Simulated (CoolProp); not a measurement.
Properties of neopentane along the isobar 8.96 MPa.

Model: reference Helmholtz-energy equation of state, Lemmon 2006, in CoolProp. It is a short technical equation, of lower accuracy than the large ones.

| T (K) | phase | cv (kJ/(kg K)) | Joule-Thomson coefficient (K/MPa) | isothermal compressibility (1/MPa) | expansivity (1/kK) |
|---|---|---|---|---|---|
| 424.7 | liquid | 2.263 | 0.3356 | 0.01486 | 3.421 |
| 434.4 | supercritical | 2.304 | 0.4655 | 0.01802 | 3.732 |
| 444 | supercritical | 2.344 | 0.6179 | 0.02201 | 4.082 |
| 453.6 | supercritical | 2.385 | 0.7986 | 0.02708 | 4.478 |
| 463.3 | supercritical | 2.425 | 1.014 | 0.03360 | 4.923 |
| 472.9 | supercritical | 2.465 | 1.264 | 0.04172 | 5.399 |
| 482.5 | supercritical | 2.505 | 1.550 | 0.05169 | 5.888 |
| 492.2 | supercritical | 2.544 | 1.866 | 0.06356 | 6.352 |
| 501.8 | supercritical | 2.581 | 2.187 | 0.07650 | 6.717 |
| 511.5 | supercritical | 2.617 | 2.489 | 0.08965 | 6.927 |
| 521.1 | supercritical | 2.652 | 2.734 | 0.1014 | 6.936 |
| 530.7 | supercritical | 2.685 | 2.903 | 0.1107 | 6.758 |
| 540.4 | supercritical | 2.717 | 2.992 | 0.1174 | 6.439 |
| 550 | supercritical | 2.749 | 3.009 | 0.1216 | 6.050 |
